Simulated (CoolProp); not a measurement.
The fluid at 716.75 K and 1.27 MPa is throttled through a valve to 0.639 MPa with no heat exchange. The same conditions are run with several fluids, on thermodynamics alone (safety and materials aside).

Computed with CoolProp (reference Helmholtz-energy equation of state of each fluid (ammonia: Gao 2020; normal hydrogen: Leachman 2009; oxygen: Schmidt 1985; dry air: Lemmon 2000; carbon dioxide: Span 1996)). Blends and air are pseudo-pure fits.

```tsv
fluid	temperature change (K)	final density (kg/m³)
ammonia	-1.3	1.83
normal hydrogen	+0.4	0.216
oxygen	-0.0	3.43
dry air	+0.1	3.10
carbon dioxide	-0.8	4.72
```

Above 300 K oxygen's equation is extrapolated.
